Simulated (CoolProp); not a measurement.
Aqueous ethylene glycol as a coolant, 18 % by mass, freezing at -6.9 °C, 1 atm.

Model: Melinder's fits for secondary coolants, in CoolProp.

| T (°C) | conductivity (W/(m K)) | cp (kJ/(kg K)) | viscosity (mPa s) | density (kg/m³) |
|---|---|---|---|---|
| -3.4 | 0.488 | 3.893 | 3.39 | 1026 |
| 3.2 | 0.496 | 3.903 | 2.67 | 1025 |
| 9.8 | 0.504 | 3.912 | 2.14 | 1024 |
| 16.4 | 0.512 | 3.923 | 1.75 | 1022 |
| 23 | 0.520 | 3.933 | 1.45 | 1020 |
| 29.6 | 0.527 | 3.944 | 1.23 | 1018 |
| 36.2 | 0.535 | 3.955 | 1.05 | 1016 |
